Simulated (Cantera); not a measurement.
Feed: 1 mol SiH₂Cl₂, 6.3 mol NH₃, 5.4 mol N₂, at 1.33 mbar.

Cantera equilibrium calculation (NASA polynomials, part measured and part estimated; ideal gas, pure solids and liquids). Candidate condensed phases: NH₄Cl, Si, Si₃N₄; 28 gas species. Gases not in the tables: Si₂H₆ and higher silanes. Rates play no part.

Q: Which condensed phases are stable at each of these points (T (K)): 1023, 1123, 1223, 1323, 1423, 1523, 1623, 1723, 1823, 1923, 2023?

A: 
| T (K) | condensed phases | Si condensed (%) |
|---|---|---|
| 1023 | Si₃N₄(s) | 99.9 |
| 1123 | Si₃N₄(s) | 99.9 |
| 1223 | Si₃N₄(s) | 99.7 |
| 1323 | Si₃N₄(s) | 98.3 |
| 1423 | Si₃N₄(s) | 92.5 |
| 1523 | Si₃N₄(s) | 78.1 |
| 1623 | Si₃N₄(s) | 58.1 |
| 1723 | Si(l) | 54.1 |
| 1823 | Si(l) | 50.4 |
| 1923 | Si(l) | 30.8 |
| 2023 | gas only | 0.0 |

From 1023 K to 1623 K the condensed part is Si₃N₄(s). From 1723 K to 1923 K the condensed part is Si(l). At 2023 K nothing is condensed.
